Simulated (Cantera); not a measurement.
A Cantera script and what it prints.

```python
import numpy as np
import cantera as ct

gas_names = [...]  # 110 gases of nasa_gas.yaml made of C, H, O
cond_names = """
    C(gr) C6H6(L) C7H8(L) C8H18(L),n-octa H2O(s) H2O(L)
""".split()


# ... load() reads the species with a 1 bar reference pressure and builds the phases ...
atoms = {
    'CH4': {'C': 1, 'H': 4},
    'O2': {'O': 2},
    'H2': {'H': 2},
}
top_T = {'C(gr)': 4500}  # K; cautious upper limits of use, not melting points


# ... equilibrate(T, P, feed) seeds the gas with the atoms and calls Mixture.equilibrate('TP', solver="vcs", rtol=1e-11, max_steps=5000) ...
results = []
feed = {'CH4': 1, 'O2': 0.0097, 'H2': 1.9}  # mol
T = 2523  # K
for P in [10, 72, 520, 3700, 27000, 190000, 1400000, 10000000]:
    mix = equilibrate(T, P, feed)
    results.append((T, P, feed, dict(zip(mix.species_names, mix.species_moles))))

top = {s: max(r[3][s] / sum(r[3][g] for g in gas_names) for r in results) for s in gas_names}
cols = sorted((s for s in top if top[s] > 0.0001), key=lambda s: -top[s])[:7]
seen = [c for c in cond_names if any(r[3].get(c, 0) > 1e-12 for r in results)]
print("log10 of partial pressures in bar; condensed amounts in mol")
print(f"{'P/Pa':>10s}" + "".join(f"{s[:9]:>10s}" for s in cols + seen))
for T, P, feed, n in results:
    ng = sum(n[g] for g in gas_names)
    print(f"{P:10.4g}" + "".join(f"{np.log10(max(n[s] / ng * P / 1e5, 1e-99)):10.3f}" for s in cols)
          + "".join(f"{n.get(c, 0):10.4g}" for c in seen))
```

It prints:

```
log10 of partial pressures in bar; condensed amounts in mol
      P/Pa        H2         H       CH4 C2H2,acet        C3        CO         C     C(gr)
        10    -4.995    -4.054   -13.830    -6.919    -6.150    -6.567    -6.643    0.7729
        72    -3.581    -3.346   -11.001    -5.505    -6.150    -5.612    -6.643    0.9041
       520    -2.457    -2.785    -8.754    -4.381    -6.150    -4.664    -6.643    0.9004
      3700    -1.502    -2.307    -6.843    -3.426    -6.150    -3.767    -6.643    0.8931
   2.7e+04    -0.599    -1.856    -5.038    -2.523    -6.150    -2.885    -6.643    0.8896
   1.9e+05     0.263    -1.425    -3.315    -1.662    -6.150    -2.031    -6.643    0.8871
   1.4e+06     1.135    -0.989    -1.571    -0.790    -6.150    -1.160    -6.643    0.8789
     1e+07     1.985    -0.564     0.130     0.061    -6.150    -0.301    -6.643    0.8289
```

Cantera equilibrium calculation (NASA polynomials, part measured and part estimated; ideal gas, pure solids and liquids). The ideal-gas law is rough above about 30 bar.
